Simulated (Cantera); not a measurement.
Charge: 1 mol SiH₄, 180 mol H₂, held at 1.70 mbar.

Method: chemical equilibrium by Gibbs-energy minimisation in Cantera with the NASA 1993 tables (ideal gas, pure condensed phases). Candidate condensed phases: Si; 9 gas species. Gases not in the tables: Si₂H₆ and higher silanes. Kinetics and transport are ignored.

### Question
What share of the Si ends up in condensed phases as a function of T (K), at 1573, 1623, 1673, 1723, 1773, 1823, 1873?

### Answer
```tsv
T (K)	Si condensed (%)	as
1573	99.3	Si(s)
1623	98.1	Si(s)
1673	95.0	Si(s)
1723	88.4	Si(l)
1773	75.1	Si(l)
1823	48.7	Si(l)
1873	0.0	-
```
